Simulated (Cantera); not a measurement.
# Na2SO4 + H2 + H2O (calcination and drying)

Feed: 1 mol Na2SO4, a varied amount of H2, 0.13 mol H2O, equilibrated at 2150 K and 0.100 bar.

Cantera equilibrium calculation (NASA polynomials, part measured and part estimated; ideal gas, pure solids and liquids). Candidate condensed phases: H2O, H2SO4, Na, NaOH, NaO2, Na2O, Na2O2, Na2S, Na2SO4, S; 27 gas species. Kinetics and transport are ignored.

From 0.049 mol H2 to 1.4 mol H2 nothing is condensed. The main Na-bearing gas is Na throughout.

```tsv
n(H2) (mol)	log p Na	log p H2O	log p SO2	log p O2	log p NaOH
0.049	-1.37	-2.92	-1.60	-1.65	-2.19
0.18	-1.39	-2.52	-1.60	-1.70	-2.03
0.31	-1.41	-2.28	-1.60	-1.75	-1.95
0.44	-1.43	-2.12	-1.60	-1.80	-1.89
0.57	-1.45	-1.99	-1.61	-1.86	-1.86
0.7	-1.46	-1.89	-1.61	-1.92	-1.84
0.83	-1.48	-1.81	-1.62	-1.99	-1.83
0.96	-1.49	-1.74	-1.62	-2.07	-1.83
1.1	-1.49	-1.68	-1.63	-2.18	-1.83
1.2	-1.50	-1.64	-1.63	-2.26	-1.83
1.4	-1.50	-1.57	-1.65	-2.48	-1.86
```
log p: log10 of the partial pressure in bar; nothing condenses.
